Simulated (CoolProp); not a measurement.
Vapour-liquid equilibrium of hydrogen chloride (1) + n-hexane (2) at 301.9 K; x and y are mole fractions of (1).

Model: multi-fluid Helmholtz-energy mixture model, Thol 2018 and Thol 2019; pair parameters Bell 2016, in CoolProp.

| x | bubble pressure, mixture model (kPa) | bubble pressure, Raoult's law (kPa) | y, mixture model | y, Raoult's law |
|---|---|---|---|---|
| 0.05 | 371.3 | 279.9 | 0.932 | 0.920 |
| 0.15 | 1003 | 792.5 | 0.972 | 0.975 |
| 0.25 | 1529 | 1305 | ___ | 0.986 |
| 0.35 | 1957 | 1817 | 0.983 | 0.992 |
| 0.45 | ___ | 2330 | 0.985 | 0.994 |
| 0.55 | ___ | 2843 | 0.987 | 0.996 |
| 0.65 | ___ | 3355 | 0.988 | 0.998 |
| 0.75 | 3419 | 3868 | ___ | 0.998 |
| 0.85 | 3964 | 4380 | 0.993 | 0.999 |
| 0.95 | 4694 | 4893 | 0.997 | 1.000 |

Fill in the missing entries.


- 0.25, y, mixture model: 0.980
- 0.45, bubble pressure, mixture model (kPa): 2316
- 0.55, bubble pressure, mixture model (kPa): 2648
- 0.65, bubble pressure, mixture model (kPa): 2999
- 0.75, y, mixture model: 0.990

The largest gap from Raoult's law is +32.7 % in bubble pressure, at x = 0.05. No azeotrope shows between x = 0.05 and 0.95.

Pair parameters are fitted to limited data, so mixtures are less certain than the pure fluids. The gap from Raoult's law changes sign with composition, which may be real or a fault of the pair parameters; it wasn't checked against measurements.
